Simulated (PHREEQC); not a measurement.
1 kg of water holding 0.016 mol/kgw NaCl meets 20 L of dry gas (CO2 1 by moles) at fixed total pressure, at 25 °C; fugacities by Peng-Robinson. The gases take part in no redox reaction, some water evaporates into the gas, and hydrates or a liquid gas phase aren't modelled. Precipitation was switched off in this run.

Computed with PHREEQC (ion-association model, phreeqc.dat).

| P (atm) | dissolved CO2 (all carbonate carbon) (mol/kgw) | φ of CO2 | pH |
|---|---|---|---|
| 1 | 0.0328 | 0.994 | 3.91 |
| 2 | 0.0662 | 0.989 | 3.76 |
| 3 | 0.0993 | 0.983 | 3.67 |
| 5 | 0.164 | 0.973 | 3.56 |
| 7.5 | 0.243 | 0.959 | 3.48 |
| 10 | 0.319 | 0.945 | 3.42 |
| 15 | 0.465 | 0.919 | 3.34 |
| 20 | 0.601 | 0.892 | 3.28 |
| 30 | 0.844 | 0.840 | 3.21 |
| 40 | 1.05 | 0.789 | 3.16 |
